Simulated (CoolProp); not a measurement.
Vapour-liquid equilibrium of R125 (1) + R227EA (2) at 222 kPa; x and y are mole fractions of (1).

Computed with CoolProp (multi-fluid Helmholtz-energy mixture model, Lemmon 2005 and Lemmon 2016; pair parameters Bell 2016).

| x | bubble temperature, mixture model (K) | bubble temperature, Raoult's law (K) | y, mixture model | y, Raoult's law |
|---|---|---|---|---|
| 0.05 | 273.8 | 273.5 | 0.137 | 0.153 |
| 0.125 | 269.8 | 269.3 | (withheld) | 0.334 |
| 0.2 | 266.1 | 265.6 | 0.445 | 0.473 |
| 0.275 | 262.8 | 262.4 | 0.555 | 0.582 |
| 0.35 | 259.9 | 259.4 | 0.645 | 0.668 |
| 0.425 | 257.1 | 256.8 | 0.718 | 0.738 |
| 0.5 | 254.7 | 254.4 | 0.778 | 0.795 |
| 0.575 | (withheld) | 252.2 | 0.828 | 0.842 |
| 0.65 | 250.3 | 250.1 | (withheld) | 0.881 |
| 0.725 | 248.4 | 248.3 | 0.905 | 0.914 |
| 0.8 | 246.7 | 246.6 | 0.936 | 0.943 |
| 0.875 | 245.0 | 244.9 | 0.963 | 0.967 |
| 0.95 | 243.5 | 243.4 | (withheld) | 0.988 |

**Question.** Some entries are withheld; supply them.

**Answer.** 
- 0.125, y, mixture model: 0.308
- 0.575, bubble temperature, mixture model (K): 252.4
- 0.65, y, mixture model: 0.870
- 0.95, y, mixture model: 0.986

The largest gap from Raoult's law is +0.5 K in bubble temperature, at x = 0.2. No azeotrope shows between x = 0.05 and 0.95.

Pair parameters are fitted to limited data, so mixtures are less certain than the pure fluids.
